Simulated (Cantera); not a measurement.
Input: 1 mol Si2H6, 6.2 mol O2, 56 mol N2, held at 1148.15 K and 68000 Pa.

Equilibrium computed with Cantera from the NASA thermochemical tables; the gas is ideal and each condensed phase is pure. Candidate condensed phases: H2O, Si, SiO2, Si2N2O, Si3N4; 35 gas species. The feed counts by its element totals alone. The tables hold silica as quartz up to 1696 K and as liquid above; real silica turns to tridymite and cristobalite and melts near 1996 K. Kinetics and transport are ignored.

Base state: N2 0.908, H2O 0.0486, O2 0.0437, NO 6.33e-5 (mole fractions); condensed: SiO2(β-quartz).

What changes in the equilibrium state with this change: O2 from 6.2 to 0.71 mol?


```tsv
species	before	after
N2	0.908	0.948
H2	1.16e-9	0.0516
H2O	0.0486	1.27e-5
O2	0.0437	<1e-9
NO	6.33e-5	<1e-9
SiO2(β-quartz), mol	2.00	0.280
Si2N2O(s), mol	0	0.860
```
N2 is the only nitrogen source here; it is nearly inert below about 1500 K, so the nitride shown seldom forms there in practice. Mutual solubility and eutectic melting of coexisting phases are not modelled.

What changes in the equilibrium state with this change: temperature from 1148.15 K to 1898 K?


```json
[
 {"species": "N2", "before": "0.908", "after": "0.906"},
 {"species": "H2O", "before": "0.0486", "after": "0.0483"},
 {"species": "O2", "before": "0.0437", "after": "0.0422"},
 {"species": "NO", "before": "6.33e-5", "after": "0.00274"},
 {"species": "O", "before": "2.02e-9", "after": "7.31e-5"},
 {"species": "H2", "before": "1.16e-9", "after": "3.65e-5"},
 {"species": "OH", "before": "7.43e-7", "after": "0.000620"},
 {"species": "SiO2(β-quartz), mol", "before": "2.00", "after": "0"},
 {"species": "SiO2(condensed), mol", "before": "0", "after": "2.00"}
]
```
Gases not in the tables: Si(OH)4.
